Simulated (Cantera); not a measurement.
Gas mixture: 100 % CH₄, at 750 Torr, frozen composition.

Cantera's kinetic-theory transport with the Lennard-Jones parameters of GRI-Mech 3.0, ideal gas; thermal conductivity in the multicomponent form.

One state of this run: ρ (kg/m³) = 0.322; cp (J/kg/K) = 3287; μ (µPa s) = 19.5; λ (mW/m/K) = 88.4; Pr = 0.725; D (cm²/s) H = 3.87; D (cm²/s) NH₃ = 0.836; D (cm²/s) H₂ = 2.42. D: mixture-averaged diffusion coefficient of that species in the mixture.

**Question.** Which value of T (K) does it belong to?
A. 400
B. 600
C. 500
D. 800

**Answer.** B, 600
